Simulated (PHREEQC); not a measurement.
**Phosphoric acid bath with copper plating or etch bath (model solution)**

Solution A (0.17 mol/kgw H3PO4 and 0.0014 mol/kgw HCl) is mixed with solution B (150 mmol/kgw Cu(NO3)2 and 0.25 mmol/kgw HBF4) at 25 °C; shares are by mass of water, 1 kg in all. Oxygen alone is held at its pressure in air (log pO2 = -0.68). No CO2 enters from the air. Solids allowed: Cu(OH)2, Atacamite, Cu2(OH)3NO3, Cu3(PO4)2:3H2O, CuF2:2H2O. Others were left out.

The numbers come from PHREEQC with the ion-association model, wateq4f.dat.

Task: Predict H3PO4 (mol/kgw), HF (mol/kgw), F- (mol/kgw) at share of solution B = 0.1, 0.5.

Result: 
```
share of solution B  H3PO4 (mol/kgw)  HF (mol/kgw)  F- (mol/kgw)
-------------------  ---------------  ------------  ------------
0.1                            0.119       9.68e-5       2.84e-6
0.5                           0.0584      0.000468       2.23e-5
```

H3PO4, which wateq4f.dat lacks, is added to it with the constant of phreeqc.dat. Real BF4- forms and hydrolyses slowly; the run takes it at equilibrium. The database has no phosphate complexes of Cu.
